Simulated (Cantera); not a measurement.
What does this Cantera script print?

```python
import numpy as np
import cantera as ct

gas_names = """
    AL ALCL ALCL2 ALCL3 ALN AL2 AL2CL6 CL CL2 N N2
""".split()
cond_names = """
    AL(cr) AL(L) ALCL3(s) ALCL3(L) ALN(s)
""".split()


# ... load() reads the species with a 1 bar reference pressure and builds the phases ...
atoms = {
    'AlN': {'AL': 1, 'N': 1},
    'Cl2': {'CL': 2},
}
top_T = {'ALN(s)': 2750}  # K; cautious upper limits of use, not melting points


# ... equilibrate(T, P, feed) seeds the gas with the atoms and calls Mixture.equilibrate('TP', solver="vcs", rtol=1e-11, max_steps=5000) ...
results = []
feed = {'AlN': 1, 'Cl2': 3.1}  # mol
P = 133.322  # Pa
for T in [1048, 1148, 1248, 1348, 1448, 1548, 1648, 1748, 1848, 1948]:
    mix = equilibrate(T, P, feed)
    results.append((T, P, feed, dict(zip(mix.species_names, mix.species_moles))))

top = {s: max(r[3][s] / sum(r[3][g] for g in gas_names) for r in results) for s in gas_names}
cols = sorted((s for s in top if top[s] > 0.001), key=lambda s: -top[s])[:9]
seen = [c for c in cond_names if any(r[3].get(c, 0) > 1e-12 for r in results)]
print("log10 of partial pressures in bar; condensed amounts in mol")
print(f"{'T/K':>10s}" + "".join(f"{s[:9]:>10s}" for s in cols + seen))
for T, P, feed, n in results:
    ng = sum(n[g] for g in gas_names)
    print(f"{T:10.4g}" + "".join(f"{np.log10(max(n[s] / ng * P / 1e5, 1e-99)):10.3f}" for s in cols)
          + "".join(f"{n.get(c, 0):10.4g}" for c in seen))
```

It prints:

```
log10 of partial pressures in bar; condensed amounts in mol
       T/K        CL       CL2     ALCL3        N2     ALCL2      ALCL
      1048    -4.699    -3.172    -3.370    -3.671   -12.560   -19.787
      1148    -4.170    -3.196    -3.378    -3.679   -11.253   -17.478
      1248    -3.745    -3.258    -3.397    -3.698   -10.149   -15.511
      1348    -3.424    -3.395    -3.433    -3.734    -9.188   -13.775
      1448    -3.214    -3.647    -3.479    -3.780    -8.310   -12.161
      1548    -3.107    -4.019    -3.517    -3.818    -7.467   -10.602
      1648    -3.065    -4.452    -3.536    -3.837    -6.661    -9.115
      1748    -3.050    -4.881    -3.545    -3.844    -5.918    -7.744
      1848    -3.044    -5.279    -3.557    -3.849    -5.251    -6.511
      1948    -3.039    -5.637    -3.596    -3.857    -4.683    -5.433
```

Method: chemical equilibrium by Gibbs-energy minimisation in Cantera with the NASA 1993 tables (ideal gas, pure condensed phases). The tables' values for AlCl2 are old estimates; treat these amounts as uncertain.
